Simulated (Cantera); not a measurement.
Charge: 1 mol SiC, 0.25 mol O2, 4.5 mol N2, 0.0024 mol H2O, held at 1773.15 K and 10000 Pa.

Cantera equilibrium calculation (NASA polynomials, part measured and part estimated; ideal gas, pure solids and liquids). Candidate condensed phases: C, C6H6, C7H8, C8H18, H2O, Si, SiC, SiO2, Si2N2O, Si3N4; 151 gas species. Mutual solubility and eutectic melting of coexisting phases are not modelled. The numbers say what is thermodynamically allowed, not how fast it happens.

Base state: N2 0.926, CO 0.0707, SiO 0.00238, H2 0.000480, HCN 4.42e-5, H 1.97e-5 (mole fractions); condensed: SiC(s) + Si2N2O(s).

Question: What changes in the equilibrium state with this change: H2O from 0.0024 to 1.5 mol?

Answer: 
```csv
species,before,after
N2,0.926,0.612
H2,0.000480,0.217
CO,0.0707,0.145
SiO,0.00238,0.0266
H2O,2.84e-9,0.000105
CO2,1.13e-7,1.89e-5
H,1.97e-5,0.000419
HCN,4.42e-5,1.91e-5
"SiC(s), mol",0.669,0
"Si2N2O(s), mol",0.160,0.272
"SiO2(condensed), mol",0,0.272
```
The tables hold silica as quartz up to 1696 K and as liquid above; real silica turns to tridymite and cristobalite and melts near 1996 K.

Question: What changes in the equilibrium state with this change: temperature from 1773.15 K to 1748.15 K?

Answer: 
```csv
species,before,after
N2,0.926,0.927
CO,0.0707,0.0711
SiO,0.00238,0.00144
H,1.97e-5,1.59e-5
HCN,4.42e-5,4.84e-5
H2,0.000480,0.000480
"SiC(s), mol",0.669,0.667
"Si2N2O(s), mol",0.160,0.163
```
